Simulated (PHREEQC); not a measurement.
A solution holds 11 mmol/kgw AlCl3, 0.097 mmol/kgw Na2SiF6 and 0.099 mmol/kgw BaCl2, at 25 °C. Closed to the air; pH follows from the charge balance.

The numbers come from PHREEQC with the ion-association model, wateq4f.dat.

Each row changes one thing in this solution. This is a speciation only: nothing precipitates in the calculation.

```
case                                            pH  ionic strength (mol/kgw)  F- (mol/kgw)  HF (mol/kgw)  H3SiO4- (mol/kgw)  SI of Quartz (SiO2)
--------------------------------------------  ----  ------------------------  ------------  ------------  -----------------  -------------------
as made                                       3.37                    0.0649       1.44e-8       7.23e-9           4.24e-11                -0.03
temperature from 25 to 90 °C                     …                    0.0624       1.32e-8       8.29e-8           5.79e-11                -0.81
BaCl2 from 9.9e-05 to 9.9e-06 mol/kgw         3.37                    0.0646       1.44e-8       7.23e-9           4.24e-11                -0.03
diluted 5-fold with water                     3.82                    0.0129       1.03e-8       2.06e-9           2.13e-11                -0.73
AlCl3 from 0.011 to 0.0121 mol/kgw            3.36                    0.0715       1.34e-8       6.72e-9           4.23e-11                -0.02
AlCl3 replaced by CuCl2 at the same molality  3.63                    0.0330      0.000418      0.000121                  …                -0.03
AlCl3 from 0.011 to 0.055 mol/kgw             3.23                     0.328       4.02e-9       2.19e-9           3.85e-11                    …
```

Complete the blanks.


- temperature from 25 to 90 °C, pH: 2.82
- AlCl3 replaced by CuCl2 at the same molality, H3SiO4- (mol/kgw): 7.37e-11
- AlCl3 from 0.011 to 0.055 mol/kgw, SI of Quartz (SiO2): +0.00

Some of these states are supersaturated (in Boehmite (slow to form), Gibbsite (slow to form), for instance). Away from 25 °C the constants follow the database's enthalpies or fits; those with neither stay at their 25 °C values. SiF6-2 is the database's only silicon fluoride. Fluoro complexes past AlF4- and FeF3 are missing from the database.
